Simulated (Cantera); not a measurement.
Charge: 1 mol SiH4, 1.9 mol NH3, at 1848 K and 100 Torr.

Equilibrium computed with Cantera from the NASA thermochemical tables; the gas is ideal and each condensed phase is pure. Candidate condensed phases: Si, Si3N4; 18 gas species. Mutual solubility and eutectic melting of coexisting phases are not modelled. Gases not in the tables: Si2H6 and higher silanes. Equilibrium is a limit: real reactors are often held back by kinetics, nucleation or transport.

What is the equilibrium state?


- x(H2) = 0.857
- x(N2) = 0.142
- x(H) = 0.00134
- x(Si) = 4.71e-5
- x(SiH2) = 3.57e-5
- x(SiH) = 1.59e-5
- x(Si2N) = 3.81e-6
- x(SiN) = 2.49e-6
- x(NH3) = 1.05e-6
- n(Si(l)) = 0.775 mol
- n(Si3N4(s)) = 0.0748 mol
- gas amount = 5.654 mol
